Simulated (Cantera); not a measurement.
Cantera with NASA thermochemical tables; ideal gases at 1 bar, condensed phases pure. Values are per mole of reaction as written; species without (g) are pure solids or liquids, kept so even where they would boil at 1 bar.

**Question.** Between 300 and 600 K, where is each reaction favourable under standard conditions?
- Hg + Br₂(g) ⇌ HgBr₂
- H₂(g) + Br₂(g) ⇌ 2 HBr(g)
- Ca + Br₂(g) ⇌ CaBr₂

**Answer.** 
- Hg + Br₂(g) ⇌ HgBr₂: ΔG° is -155 kJ at 300 K and -114 kJ at 600 K; it stays negative (K > 1). ΔH° is -176 kJ and ΔS° -103 J/K at 600 K.
- H₂(g) + Br₂(g) ⇌ 2 HBr(g): ΔG° is -110 kJ at 300 K and -116 kJ at 600 K; it stays negative (K > 1). ΔH° is -106 kJ and ΔS° 16 J/K at 600 K.
- Ca + Br₂(g) ⇌ CaBr₂: ΔG° is -667 kJ at 300 K and -621 kJ at 600 K; it stays negative (K > 1). ΔH° is -710 kJ and ΔS° -149 J/K at 600 K.
